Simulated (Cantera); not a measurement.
Charge: 1 mol Fe3O4, 3.2 mol C, 1.2 mol N2, held at 1752 °C and 2.80 bar.

Method: chemical equilibrium by Gibbs-energy minimisation in Cantera with the NASA 1993 tables (ideal gas, pure condensed phases). Candidate condensed phases: C, Fe, Fe(CO)5, FeO, Fe2O3, Fe3O4; 27 gas species. Each liquid is taken as pure. Mutual solubility and eutectic melting of coexisting phases are not modelled. The tables' stoichiometric FeO is somewhat more stable than real wüstite, so its field is too wide. FeO: taken at fixed stoichiometry. Rates play no part.

Base state: CO 0.661, N2 0.273, CO2 0.0666, Fe 0.000172 (mole fractions); condensed: Fe(l) + FeO(l).

Q: What changes in the equilibrium state with this change: temperature from 1752 °C to 977 °C?

A: 
```json
[
 {"species": "CO", "before": "0.661", "after": "0.609"},
 {"species": "N2", "before": "0.273", "after": "0.273"},
 {"species": "CO2", "before": "0.0666", "after": "0.118"},
 {"species": "Fe", "before": "0.000172", "after": "<1e-9"},
 {"species": "Fe(l), mol", "before": "2.49", "after": "0"},
 {"species": "FeO(l), mol", "before": "0.507", "after": "0"},
 {"species": "Fe(γ), mol", "before": "0", "after": "2.72"},
 {"species": "FeO(s), mol", "before": "0", "after": "0.281"}
]
```

Q: What changes in the equilibrium state with this change: temperature from 1752 °C to 1075 °C?

A: 
```tsv
species	before	after
CO	0.661	0.617
N2	0.273	0.273
CO2	0.0666	0.111
Fe	0.000172	1.46e-9
Fe(l), mol	2.49	0
FeO(l), mol	0.507	0
Fe(γ), mol	0	2.69
FeO(s), mol	0	0.313
```
